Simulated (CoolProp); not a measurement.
A simple Rankine cycle with R142b: condensing at 302.15 K, boiler at 3.37 MPa, turbine inlet 469 K, turbine efficiency 0.75, pump efficiency 0.8, no recuperator. Each further row changes one setting.

Values from CoolProp's reference Helmholtz-energy equation of state, Lemmon 2006. It is a short technical equation, of lower accuracy than the large ones.

```tsv
case	thermal efficiency (%)	net work (kJ/kg)	heat in (kJ/kg)	turbine exit temperature (K)	volume ratio over the turbine
as stated	14.1	47.5	338	396.2	9.01
condensing temperature 294.15 K	15.2	52.9	348	389.8	11.4
boiler pressure 2.36 MPa	12.3	42.7	349	411.4	6.08
turbine efficiency 0.65	12.0	40.7	338	402.9	9.18
```
